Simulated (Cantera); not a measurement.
Charge: 1 mol Si3N4, 0.032 mol CO2, 13 mol H2, held at 0.180 Pa.

Equilibrium computed with Cantera from the NASA thermochemical tables; the gas is ideal and each condensed phase is pure. Candidate condensed phases: C, C6H6, C7H8, C8H18, H2O, Si, SiC, SiO2, Si2N2O, Si3N4; 151 gas species. Mutual solubility and eutectic melting of coexisting phases are not modelled. Kinetics and transport are ignored.

Q: Which condensed phases are stable at each of these points (T (°C)): 950, 1025, 1100, 1175, 1250, 1325, 1400, 1475, 1550, 1625, 1700, 1775, 1850?

A: 
| T (°C) | condensed phases | Si condensed (%) |
|---|---|---|
| 950 | Si(s) + SiC(s) + Si2N2O(s) + Si3N4(s) | 99.9 |
| 1025 | Si(s) + SiC(s) + Si2N2O(s) | 98.4 |
| 1100 | Si(s) + SiC(s) | 97.8 |
| 1175 | Si(s) + SiC(s) | 97.1 |
| 1250 | Si(s) + SiC(s) | 92.7 |
| 1325 | Si(s) + SiC(s) | 69.4 |
| 1400 | SiC(s) | 0.4 |
| 1475 | gas only | 0.0 |
| 1550 | gas only | 0.0 |
| 1625 | gas only | 0.0 |
| 1700 | gas only | 0.0 |
| 1775 | gas only | 0.0 |
| 1850 | gas only | 0.0 |

At 950 °C the condensed part is Si(s) + SiC(s) + Si2N2O(s) + Si3N4(s). At 1025 °C the condensed part is Si(s) + SiC(s) + Si2N2O(s). From 1100 °C to 1325 °C the condensed part is Si(s) + SiC(s). At 1400 °C the condensed part is SiC(s). From 1475 °C to 1850 °C nothing is condensed.
